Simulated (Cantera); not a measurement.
Charge: 1 mol SiH4, 0.011 mol Cl2, 120 mol H2, held at 1648.15 K and 1.33 mbar.

These are equilibrium values from Cantera (NASA tables, ideal gas, pure condensed phases), not measurements of a reactor. Candidate condensed phases: Si; 19 gas species. Equilibrium is a limit: real reactors are often held back by kinetics, nucleation or transport.

Base state: H2 0.997, H 0.00244, Si 0.000194, HCl 0.000179, SiH 1.30e-5 (mole fractions); condensed: Si(s).

Task: What changes in the equilibrium state with this change: SiH4 replaced by SiCl4?

Result: 
| species | before | after |
|---|---|---|
| H2 | 0.997 | 0.967 |
| HCl | 0.000179 | 0.0273 |
| SiCl2 | 1.14e-7 | 0.00274 |
| SiCl | 2.94e-7 | 4.55e-5 |
| Cl | 3.44e-7 | 5.32e-5 |
| Si(s), mol | 0.973 | 0.633 |
The tables' values for SiCl are old estimates; treat these amounts as uncertain.

Task: What changes in the equilibrium state with this change: temperature from 1648.15 K to 1600 K?

Result: 
| species | before | after |
|---|---|---|
| H2 | 0.997 | 0.998 |
| H | 0.00244 | 0.00149 |
| HCl | 0.000179 | 0.000180 |
| Si | 0.000194 | 7.31e-5 |
| SiH | 1.30e-5 | 5.81e-6 |
| Si(s), mol | 0.973 | 0.990 |
